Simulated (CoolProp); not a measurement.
Vapour-liquid equilibrium of C2F6 (R116) (1) + R22 (2) at 0.156 MPa; x and y are mole fractions of (1).

Computed with CoolProp (multi-fluid Helmholtz-energy mixture model, Lemmon 2006 and Kamei 1995; pair parameters Bell 2016).

```tsv
x	bubble temperature (K)	y at the bubble point	dew temperature at overall composition x (K)	liquid density (mol/L)
0.05	224.6	0.563	240.8	16.14
0.15	211.1	0.800	238.3	15.79
0.25	207.5	0.844	235.5	15.18
0.35	206.5	0.857	232.5	14.53
0.45	206.1	0.861	229.0	13.90
0.55	205.9	0.865	225.1	13.32
0.65	205.5	0.873	220.5	12.80
0.75	205.0	0.888	214.7	12.33
0.85	204.3	0.915	207.0	11.91
0.95	203.7	0.964	203.8	11.53
```

No azeotrope shows between x = 0.05 and 0.95.

Pair parameters are fitted to limited data, so mixtures are less certain than the pure fluids. With so large a gap from Raoult's law the liquid may split in two, which this calculation doesn't test in full.
